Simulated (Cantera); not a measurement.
## Nitride etching: AlN + O2 + N2

Feed: 1 mol AlN, 3.6 mol O2, 7.6 mol N2, at 0.100 bar.

These are equilibrium values from Cantera (NASA tables, ideal gas, pure condensed phases), not measurements of a reactor. Candidate condensed phases: Al, AlN, Al2O3; 16 gas species. Kinetics and transport are ignored.

```tsv
T (K)	x N2	x O2	x NO	x O	x NO2	x N2O	x N	x O3	n Al2O3(s)
875	0.740	0.260	7.02e-6	3.32e-12	3.61e-7	2.05e-10	<1e-12	<1e-12	0.500
975	0.740	0.260	2.55e-5	1.16e-10	5.78e-7	6.59e-10	<1e-12	<1e-12	0.500
1075	0.740	0.260	7.27e-5	2.12e-9	8.50e-7	1.71e-9	<1e-12	1.38e-12	0.500
1175	0.740	0.260	0.000174	2.36e-8	1.17e-6	3.79e-9	<1e-12	5.40e-12	0.500
1275	0.740	0.260	0.000362	1.80e-7	1.54e-6	7.45e-9	<1e-12	1.71e-11	0.500
1375	0.739	0.260	0.000677	1.03e-6	1.94e-6	1.33e-8	<1e-12	4.58e-11	0.500
1475	0.739	0.260	0.00116	4.63e-6	2.38e-6	2.21e-8	<1e-12	1.07e-10	0.500
1575	0.739	0.259	0.00187	1.72e-5	2.84e-6	3.44e-8	1.03e-12	2.26e-10	0.500
1675	0.738	0.259	0.00283	5.50e-5	3.32e-6	5.09e-8	9.11e-12	4.37e-10	0.500
1775	0.738	0.258	0.00409	0.000154	3.81e-6	7.23e-8	6.33e-11	7.85e-10	0.500
1875	0.737	0.257	0.00568	0.000386	4.31e-6	9.90e-8	3.58e-10	1.32e-9	0.500
1975	0.736	0.256	0.00762	0.000881	4.81e-6	1.31e-7	1.70e-9	2.12e-9	0.500
2075	0.734	0.254	0.00992	0.00186	5.30e-6	1.70e-7	6.94e-9	3.25e-9	0.500
```
x: gas mole fraction; n: condensed amount in mol.

From 875 K to 2075 K the condensed part is Al2O3(s).
